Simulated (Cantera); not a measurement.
Input (Python, Cantera) and output of one run.

```python
import numpy as np
import cantera as ct

gas_names = """
    C CN CO CO2 C2 CCN CNC C2N2 C2O C3 C3O2 C4 C4N2 C5 N NCO NO NO2 NO3 N2 N2O O O2 O3 Pb PbO Pb2
""".split()
cond_names = """
    C(gr) Pb(cr) Pb(L) PbO(rd) PbO(yw) PbO(L) PbO2(s) Pb3O4(s)
""".split()


# ... load() reads the species with a 1 bar reference pressure and builds the phases ...
atoms = {
    'Pb': {'Pb': 1},
    'CO2': {'C': 1, 'O': 2},
    'N2': {'N': 2},
}
top_T = {'C(gr)': 4500, 'Pb3O4(s)': 820}  # K; cautious upper limits of use, not melting points


# ... equilibrate(T, P, feed) seeds the gas with the atoms and calls Mixture.equilibrate('TP', solver="vcs", rtol=1e-11, max_steps=5000) ...
results = []
feed = {'Pb': 1, 'CO2': 0.17, 'N2': 1.4}  # mol
P = 120000  # Pa
for T in [700, 800, 900, 1000, 1100, 1200, 1300, 1400, 1500, 1600, 1700]:
    mix = equilibrate(T, P, feed)
    results.append((T, P, feed, dict(zip(mix.species_names, mix.species_moles))))
    x = sorted(zip(gas.X, gas.species_names), reverse=True)
    print(f"T = {T:g} K  P = {P:g} Pa  gas = {mix.phase_moles(0):.4g} mol")
    print("   x: " + "  ".join(f"{s} {v:.3e}" for v, s in x if v > 0.0001))
    print("   condensed (mol): " + ("  ".join(f"{mix.phase(i).name} {mix.phase_moles(i):.4g}"
          for i in range(1, mix.n_phases) if mix.phase_moles(i) > 1e-12) or "none"))
```

Result:

```
T = 700 K  P = 120000 Pa  gas = 1.57 mol
   x: N2 8.917e-01  CO2 1.083e-01
   condensed (mol): Pb(L) 1  PbO(rd) 6.566e-07
T = 800 K  P = 120000 Pa  gas = 1.57 mol
   x: N2 8.917e-01  CO2 1.083e-01
   condensed (mol): Pb(L) 1  PbO(yw) 2.542e-06
T = 900 K  P = 120000 Pa  gas = 1.57 mol
   x: N2 8.917e-01  CO2 1.083e-01
   condensed (mol): Pb(L) 1  PbO(yw) 7.366e-06
T = 1000 K  P = 120000 Pa  gas = 1.57 mol
   x: N2 8.917e-01  CO2 1.083e-01
   condensed (mol): Pb(L) 1  PbO(yw) 1.704e-05
T = 1100 K  P = 120000 Pa  gas = 1.57 mol
   x: N2 8.916e-01  CO2 1.082e-01  Pb 1.010e-04
   condensed (mol): Pb(L) 0.9998  PbO(yw) 2.744e-05
T = 1200 K  P = 120000 Pa  gas = 1.571 mol
   x: N2 8.912e-01  CO2 1.082e-01  Pb 5.360e-04
   condensed (mol): Pb(L) 0.9991
T = 1300 K  P = 120000 Pa  gas = 1.574 mol
   x: N2 8.896e-01  CO2 1.078e-01  Pb 2.187e-03  CO 1.862e-04  PbO 1.861e-04
   condensed (mol): Pb(L) 0.9963
T = 1400 K  P = 120000 Pa  gas = 1.582 mol
   x: N2 8.847e-01  CO2 1.069e-01  Pb 7.262e-03  CO 5.636e-04  PbO 5.632e-04
   condensed (mol): Pb(L) 0.9876
T = 1500 K  P = 120000 Pa  gas = 1.605 mol
   x: N2 8.722e-01  CO2 1.045e-01  Pb 2.046e-02  CO 1.455e-03  PbO 1.454e-03
   condensed (mol): Pb(L) 0.9648
T = 1600 K  P = 120000 Pa  gas = 1.659 mol
   x: N2 8.438e-01  CO2 9.918e-02  Pb 5.048e-02  CO 3.272e-03  PbO 3.269e-03
   condensed (mol): Pb(L) 0.9107
T = 1700 K  P = 120000 Pa  gas = 1.781 mol
   x: N2 7.862e-01  Pb 1.117e-01  CO2 8.901e-02  CO 6.462e-03  PbO 6.455e-03  Pb2 1.425e-04
   condensed (mol): Pb(L) 0.7891
```

Cantera equilibrium calculation (NASA polynomials, part measured and part estimated; ideal gas, pure solids and liquids). Gases not in the tables: (PbO)n polymers.
